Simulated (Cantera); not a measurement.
## SiH4 + NH3 + N2 (silicon nitride deposition)

Input: 1 mol SiH4, 0.21 mol NH3, 11 mol N2, at 10.0 Torr.

Equilibrium computed with Cantera from the NASA thermochemical tables; the gas is ideal and each condensed phase is pure. Candidate condensed phases: Si, Si3N4; 18 gas species. The tables' values for SiN are old estimates; treat these amounts as uncertain. Gases not in the tables: Si2H6 and higher silanes. Rates play no part.

| T (K) | log p N2 | log p H2 | log p H | log p Si | log p Si2N | log p SiH | log p SiN | n Si3N4(s) | n Si(l) |
|---|---|---|---|---|---|---|---|---|---|
| 1700 | -1.96 | -2.62 | -5.14 | -6.73 | -8.24 | -7.85 | -7.93 | 0.333 | 0 |
| 1725 | -1.96 | -2.62 | -5.04 | -6.43 | -7.85 | -7.58 | -7.66 | 0.333 | 0 |
| 1750 | -1.96 | -2.62 | -4.94 | -6.13 | -7.47 | -7.32 | -7.40 | 0.333 | 0 |
| 1775 | -1.96 | -2.62 | -4.85 | -5.84 | -7.11 | -7.06 | -7.14 | 0.333 | 0 |
| 1800 | -1.96 | -2.62 | -4.76 | -5.56 | -6.75 | -6.81 | -6.90 | 0.332 | 0 |
| 1825 | -1.96 | -2.64 | -4.68 | -5.34 | -6.51 | -6.64 | -6.71 | 0 | 0.994 |
| 1850 | -1.96 | -2.64 | -4.59 | -5.19 | -6.40 | -6.51 | -6.59 | 0 | 0.992 |
| 1875 | -1.96 | -2.64 | -4.50 | -5.04 | -6.30 | -6.40 | -6.47 | 0 | 0.989 |
| 1900 | -1.96 | -2.64 | -4.42 | -4.90 | -6.19 | -6.28 | -6.35 | 0 | 0.985 |
| 1925 | -1.96 | -2.64 | -4.34 | -4.76 | -6.09 | -6.17 | -6.24 | 0 | 0.979 |
| 1950 | -1.96 | -2.65 | -4.26 | -4.62 | -6.00 | -6.06 | -6.13 | 0 | 0.972 |
| 1975 | -1.96 | -2.65 | -4.19 | -4.49 | -5.90 | -5.96 | -6.03 | 0 | 0.962 |
| 2000 | -1.96 | -2.65 | -4.11 | -4.36 | -5.81 | -5.85 | -5.93 | 0 | 0.949 |
log p: log10 of the partial pressure in bar; n: condensed amount in mol.

From 1700 K to 1800 K the condensed part is Si3N4(s). From 1825 K to 2000 K the condensed part is Si(l). The main Si-bearing gas is Si throughout.
